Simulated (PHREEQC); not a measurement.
Make-up at 25 °C: 110 mmol/kgw HF, 3.9 mmol/kgw ZnSO4 and 0.77 mmol/kgw CuCl2. Closed to the air; pH follows from the charge balance.

All values are PHREEQC results (ion-association model, phreeqc.dat), not measurements.

```csv
quantity,before,after
pH,2.04,2.06
HF (mol/kgw),0.0955,0.0946
F- (mol/kgw),0.00823,0.00865
Zn+2 (mol/kgw),0.00319,0.00591
HF2- (mol/kgw),0.00301,0.00314
```

Q: Name the change that produced these shifts.
A) temperature from 25 to 60 °C
B) ZnSO4 from 0.0039 to 0.00429 mol/kgw
C) temperature from 25 to 80 °C
D) ZnSO4 from 0.0039 to 0.0078 mol/kgw
E) diluted 2-fold with water

A: D, ZnSO4 from 0.0039 to 0.0078 mol/kgw

Precipitation was switched off in this run.
